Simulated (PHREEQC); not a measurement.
## Copper plating or etch bath: an equilibrium model

A solution holds 0.15 mol/kgw CuCl2, 0.0083 mol/kgw H2SO4 and 0.76 mol/kgw KCl, at 25 °C. It is in equilibrium with CO2 at log p = 0 (atm). Otherwise closed; pH follows from the charge balance.

All values are PHREEQC results (ion-association model, phreeqc.dat), not measurements.

Each row changes one thing in this solution. This is a speciation only: nothing precipitates in the calculation.

| case | pH | ionic strength (mol/kgw) | Cl- (mol/kgw) | SO4-2 (mol/kgw) | KSO4- (mol/kgw) | HSO4- (mol/kgw) | SI of Sylvite (KCl) |
|---|---|---|---|---|---|---|---|
| as made | 1.93 | 1.10 | 0.995 | 0.00352 | 0.00253 | 0.000737 | -1.47 |
| CuCl2 from 0.15 to 0.135 mol/kgw | 1.93 | 1.07 | 0.973 | 0.00354 | 0.00258 | 0.000756 | -1.48 |
| diluted 100-fold with water | 3.62 | 0.0123 | 0.0106 | 7.07e-5 | 2.41e-6 | 1.20e-6 | -5.09 |
| CuCl2 left out | 1.93 | 0.776 | 0.760 | … | 0.00332 | 0.00102 | -1.56 |
| KCl from 0.76 to 1.52 mol/kgw | 1.93 | 1.82 | 1.73 | 0.00333 | 0.00382 | 0.000464 | -0.96 |
| H2SO4 from 0.0083 to 0.00747 mol/kgw | 1.97 | 1.10 | 0.995 | 0.00319 | 0.00230 | 0.000605 | -1.47 |
| temperature from 25 to 50 °C | 1.94 | 1.02 | 0.949 | 0.00311 | 0.00321 | … | -1.62 |

Question: Some entries are withheld; supply them.

Answer: 
- CuCl2 left out, SO4-2 (mol/kgw): 0.00396
- temperature from 25 to 50 °C, HSO4- (mol/kgw): 0.00113

The ionic strength passes 0.7 mol/kgw, the rough limit of the ion-association models, in as made; CuCl2 from 0.15 to 0.135 mol/kgw; CuCl2 left out; KCl from 0.76 to 1.52 mol/kgw; H2SO4 from 0.0083 to 0.00747 mol/kgw; temperature from 25 to 50 °C. Away from 25 °C the constants follow the database's enthalpies or fits; those with neither stay at their 25 °C values.
